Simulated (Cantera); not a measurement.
Feed: 1 mol Pb, 1.4 mol CO, 91 mol N2, 0.091 mol H2O, at 10.0 Torr.

These are equilibrium values from Cantera (NASA tables, ideal gas, pure condensed phases), not measurements of a reactor. Candidate condensed phases: C, C6H6, C7H8, C8H18, H2O, Pb, PbO, PbO2, Pb3O4; 139 gas species. The numbers say what is thermodynamically allowed, not how fast it happens.

x: gas mole fraction; n: condensed amount in mol.

| T (°C) | x N2 | x CO | x Pb | x CO2 | x H2 | x H2O | x H | n Pb(l) |
|---|---|---|---|---|---|---|---|---|
| 525 | 0.984 | 0.0142 | 4.30e-6 | 0.000968 | 0.000968 | ? | <1e-12 | 1.000 |
| 600 | 0.984 | 0.0142 | 4.77e-5 | 0.000959 | 0.000959 | ? | 1.25e-11 | 0.996 |
| 675 | 0.984 | 0.0142 | 0.000359 | 0.000948 | 0.000948 | ? | 1.40e-10 | 0.967 |
| 750 | 0.982 | 0.0142 | 0.00200 | 0.000935 | 0.000935 | ? | 1.10e-9 | 0.815 |
| 825 | 0.975 | 0.0141 | 0.00876 | 0.000915 | 0.000915 | ? | 6.48e-9 | 0.182 |
| 900 | 0.973 | 0.0141 | 0.0107 | 0.000900 | 0.000900 | ? | 3.06e-8 | 0 |
| 975 | 0.973 | 0.0141 | 0.0107 | 0.000886 | 0.000886 | ? | 1.20e-7 | 0 |
| 1050 | 0.973 | 0.0141 | 0.0107 | 0.000873 | 0.000873 | ? | 4.06e-7 | 0 |
| 1125 | 0.973 | 0.0141 | 0.0107 | 0.000860 | 0.000860 | ? | 1.20e-6 | 0 |
| 1200 | 0.973 | 0.0141 | 0.0107 | 0.000847 | 0.000846 | ? | 3.19e-6 | 0 |
| 1275 | 0.973 | 0.0141 | 0.0107 | 0.000835 | 0.000832 | ? | 7.69e-6 | 0 |

Q: Some entries are withheld; supply them.

A: 
- 525, x H2O: 1.55e-5
- 600, x H2O: 2.43e-5
- 675, x H2O: 3.51e-5
- 750, x H2O: 4.72e-5
- 825, x H2O: 5.99e-5
- 900, x H2O: 7.32e-5
- 975, x H2O: 8.68e-5
- 1050, x H2O: 0.000100
- 1125, x H2O: 0.000113
- 1200, x H2O: 0.000126
- 1275, x H2O: 0.000137
